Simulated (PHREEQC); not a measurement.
A column of 0.5 m (40 cells, dispersivity 0.025 m, 3600 s a shift, diffusion coefficient 3e-10 m²/s) holds 0.069 eq of the database's cation exchanger X per kg of pore water, first in equilibrium with 0.076 mol/kgw KCl and 1e-05 mol/kgw HCl. It is flushed with 88 mmol/kgw MgSO4 and 0.01 mmol/kgw HCl, at 15 °C. Values are for the last cell. CO2 from the air is kept out. Nothing may precipitate in this run.

Computed with PHREEQC (ion-association model, phreeqc.dat).

```
pore volumes  S in solution (mol/kgw)  Mg in solution (mol/kgw)  Cl in solution (mol/kgw)  K in solution (mol/kgw)  MgX2 on the exchanger (mol/kgw)
------------  -----------------------  ------------------------  ------------------------  -----------------------  -------------------------------
0                                   0                         0                    0.0760                   0.0760                                0
0.3125                        5.14e-6                  6.51e-10                    0.0760                   0.0760                         4.93e-10
0.7125                         0.0153                   0.00260                    0.0628                   0.0881                       (withheld)
1.012                          0.0508                    0.0238                    0.0321               (withheld)                          0.00617
1.312                          0.0747                    0.0482                    0.0115                   0.0644                           0.0126
1.712                          0.0855                    0.0683                   0.00219                   0.0365                           0.0210
2.013                          0.0874                    0.0766                  0.000564                   0.0220                       (withheld)
2.312                          0.0878                    0.0816                  0.000143                   0.0127                           0.0295
2.712                          0.0880                    0.0852                   2.89e-5                  0.00567                           0.0322
3.013                          0.0880                    0.0865                   1.43e-5                  0.00298                           0.0333
```

Task: Some entries are withheld; supply them.

Result: 
- 0.7125, MgX2 on the exchanger (mol/kgw): 0.00109
- 1.012, K in solution (mol/kgw): 0.0862
- 2.013, MgX2 on the exchanger (mol/kgw): 0.0260
